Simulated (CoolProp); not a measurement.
Isopentane along the isotherm 500 K: Z from the reference equation and from simpler models built on Tc = 460.3 K, pc = 3.378 MPa, ω = 0.227; each cubic takes its own stable root.

Model: reference Helmholtz-energy equation of state, Lemmon 2006, in CoolProp. It is a short technical equation, of lower accuracy than the large ones.

| p (MPa) | phase | reference |
|---|---|---|
| 4.22 | supercritical | 0.5753 |
| 8.45 | supercritical | 0.4115 |
| 12.7 | supercritical | 0.5405 |
| 16.9 | supercritical | 0.6726 |
| 21.1 | supercritical | 0.8026 |
| 25.3 | supercritical | 0.9302 |
| 29.6 | supercritical | 1.058 |
| 33.8 | supercritical | 1.181 |

Problem. How far does each simpler model (Redlich-Kwong, Soave-Redlich-Kwong, Peng-Robinson) lie from the reference over these 8 states: mean and median of the absolute difference, and the worst?

Solution. 
- Redlich-Kwong: mean 5.0 %, median 4.0 %, worst +10.3 % at 500 K and 8.45 MPa
- Soave-Redlich-Kwong: mean 6.8 %, median 5.4 %, worst +15.1 % at 500 K and 8.45 MPa
- Peng-Robinson: mean 4.1 %, median 4.8 %, worst -6.8 % at 500 K and 33.8 MPa
